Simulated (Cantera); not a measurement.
Charge: 1 mol FeS₂, 2.7 mol H₂S, 0.035 mol CO₂, at 0.133 bar.

Cantera equilibrium calculation (NASA polynomials, part measured and part estimated; ideal gas, pure solids and liquids). Candidate condensed phases: C, C₆H₆, C₇H₈, C₈H₁₈, Fe, Fe(CO)₅, FeO, Fe(OH)₂, Fe(OH)₃, FeS, FeSO₄, FeS₂, Fe₂O₃, Fe₂(SO₄)₃, Fe₃O₄, H₂O, H₂SO₄, S; 127 gas species. FeS: taken at fixed stoichiometry. Gases not in the tables: S₃ to S₇. Kinetics and transport are ignored.

Question: Which condensed phases are stable at each of these points (T (K)): 848, 898, 948, 998, 1048, 1098, 1148, 1198, 1248, 1298, 1348, 1398?

Answer: 
```csv
T (K),condensed phases,Fe condensed (%)
848,FeS₂(s),100.0
898,FeS(s) + FeS₂(s),100.0
948,FeS(s),100.0
998,FeS(s),100.0
1048,FeS(s),100.0
1098,FeS(s),100.0
1148,FeS(s),100.0
1198,FeS(s),100.0
1248,FeS(s),100.0
1298,FeS(s),100.0
1348,FeS(s),100.0
1398,FeS(s),100.0
```

At 848 K the condensed part is FeS₂(s). At 898 K the condensed part is FeS(s) + FeS₂(s). From 948 K to 1398 K the condensed part is FeS(s).
